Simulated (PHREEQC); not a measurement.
0.022 g of hydrous ferric oxide (600 m²/g; 0.2 weak and 0.005 strong sites per Fe, Dzombak-Morel constants, diffuse double layer) in 1 kg of water with 0.3 mol/kgw of an inert sodium salt and 3.4e-07 mol MnCl2, at 25 °C; the pH is set by adding NaOH or the inert anion's acid. No oxygen is let in. No CO2 enters from the air. No solid was allowed to form.

The numbers come from PHREEQC with the ion-association model, wateq4f.dat.

```csv
pH,Mn sorbed (%),surface charge σ (C/m²),surface potential ψ (mV)
4,0.0,0.349,123
4.5,0.0,0.318,118
5,0.0,0.269,110
5.5,0.0,0.210,98
6,0.3,0.154,83
6.5,2.3,0.106,65
7,14.3,0.066,46
7.5,52.2,0.034,26
8,87.7,0.007,5
8.5,98.0,-0.021,-16
9,99.7,-0.050,-37
9.5,100.0,-0.086,-57
10,100.0,-0.130,-75
```

Complexes and solids missing from the database can't appear.
